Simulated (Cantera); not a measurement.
Input: 1 mol MgO, 0.012 mol Cl2, 0.016 mol O2, at 0.133 bar.

These are equilibrium values from Cantera (NASA tables, ideal gas, pure condensed phases), not measurements of a reactor. Candidate condensed phases: Mg, MgCl2, MgO; 11 gas species. Kinetics and transport are ignored.

Task: At 625 °C, list the 3 most abundant gas species with their mole fractions, and the condensed phases.

Result: O2 0.571, Cl2 0.428, Cl 0.000128. Condensed: MgO(s).
